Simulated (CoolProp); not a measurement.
R142b at several states: Z from the reference equation and from simpler models built on Tc = 410.3 K, pc = 40.55 bar, ω = 0.232; each cubic takes its own stable root.

Values from CoolProp's reference Helmholtz-energy equation of state, Lemmon 2006. It is a short technical equation, of lower accuracy than the large ones.

| T (K) | p (bar) | phase | reference | van der Waals | Soave-Redlich-Kwong | Peng-Robinson |
|---|---|---|---|---|---|---|
| 345.7 | 51.2 | liquid | 0.1785 | 0.2850 | 0.2010 | 0.1779 |
| 406.7 | 25.5 | gas | 0.7214 | 0.7618 | 0.7306 | 0.7086 |
| 363.4 | 29.9 | liquid | 0.1073 | 0.1783 | 0.1247 | 0.1102 |
